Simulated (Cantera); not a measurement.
## Silicon nitride deposition: trisilylamine + N2

Input: 1 mol trisilylamine, 0.23 mol N2, at 2050 K.

Method: chemical equilibrium by Gibbs-energy minimisation in Cantera with the NASA 1993 tables (ideal gas, pure condensed phases). Candidate condensed phases: Si, Si3N4; 18 gas species. The feed counts by its element totals alone. The tables' values for SiN are old estimates; treat these amounts as uncertain. Gases not in the tables: Si2H6 and higher silanes. Kinetics and transport are ignored.

| P (Pa) | x H2 | x Si | x H | x N2 | x Si2 | n Si(l) |
|---|---|---|---|---|---|---|
| 5 | 0.392 | 0.326 | 0.201 | 0.0798 | 0.000800 | 0 |
| 26 | 0.506 | 0.297 | 0.100 | 0.0900 | 0.00346 | 0.498 |
| 140 | 0.762 | 0.0552 | 0.0529 | 0.128 | 0.000643 | 2.67 |
| 710 | 0.827 | 0.0109 | 0.0245 | 0.136 | 0.000127 | 2.94 |
| 3700 | 0.848 | 0.00209 | 0.0109 | 0.138 | 2.43e-5 | 2.99 |
| 19000 | 0.855 | 0.000407 | 0.00481 | 0.139 | 4.74e-6 | 3.00 |
| 100000 | 0.858 | 7.73e-5 | 0.00210 | 0.139 | 9.01e-7 | 3.00 |
x: gas mole fraction; n: condensed amount in mol.

At 5.00 Pa nothing is condensed. From 26.0 Pa to 1.00 bar the condensed part is Si(l). The main Si-bearing gas is Si at 5.00 Pa and SiH2 at 1.00 bar. The share of Si in condensed phases is highest at 1.00 bar (100.0 %) and lowest at 5.00 Pa (0.0 %).
